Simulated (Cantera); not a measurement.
## Thermodynamics of oxide etching and cleaning by halides, feed B₂O₃ + F₂ + H₂

Charge: 1 mol B₂O₃, 0.72 mol F₂, 0.22 mol H₂, at 0.000700 bar.

Method: chemical equilibrium by Gibbs-energy minimisation in Cantera with the NASA 1993 tables (ideal gas, pure condensed phases). Candidate condensed phases: B, B₂O₃, B₃O₃H₃, H₂O; 43 gas species. The numbers say what is thermodynamically allowed, not how fast it happens.

| T (°C) | x BOF | x BF₃ | x HF | x O₂ | x HBO₂ | x B₂O₃ | x H₂O | x B₃O₃F₃ | x BO₂ | n B₂O₃(l) |
|---|---|---|---|---|---|---|---|---|---|---|
| 825 | 0.0313 | 0.316 | 0.311 | 0.244 | 0.00154 | 3.38e-7 | 0.0583 | 0.0377 | 1.10e-7 | 0.763 |
| 925 | 0.157 | 0.242 | 0.300 | 0.222 | 0.00625 | 1.23e-5 | 0.0419 | 0.0315 | 2.24e-6 | 0.718 |
| 1025 | 0.465 | 0.0855 | 0.218 | 0.169 | 0.0197 | 0.000252 | 0.0302 | 0.0119 | 2.70e-5 | 0.552 |
| 1125 | 0.649 | 0.00597 | 0.110 | 0.135 | 0.0626 | 0.00327 | 0.0327 | 0.000868 | 0.000227 | 0.329 |
| 1225 | 0.657 | 0.000265 | 0.0366 | 0.120 | 0.132 | 0.0297 | 0.0216 | 3.98e-5 | 0.00145 | 0.118 |
| 1325 | 0.633 | 4.73e-5 | 0.0240 | 0.113 | 0.145 | 0.0650 | 0.0155 | 2.34e-6 | 0.00416 | 0 |
| 1425 | 0.628 | 2.12e-5 | 0.0280 | 0.111 | 0.138 | 0.0686 | 0.0167 | 2.09e-7 | 0.00778 | 0 |
| 1525 | 0.622 | 1.04e-5 | 0.0321 | 0.109 | 0.131 | 0.0712 | 0.0176 | 2.46e-8 | 0.0135 | 0 |
| 1625 | 0.616 | 5.56e-6 | 0.0362 | 0.106 | 0.123 | 0.0725 | 0.0183 | 3.61e-9 | 0.0217 | 0 |
x: gas mole fraction; n: condensed amount in mol.

From 825 °C to 1225 °C the condensed part is B₂O₃(l). From 1325 °C to 1625 °C nothing is condensed. The main B-bearing gas is BF₃ at 825 °C and BOF at 1625 °C.
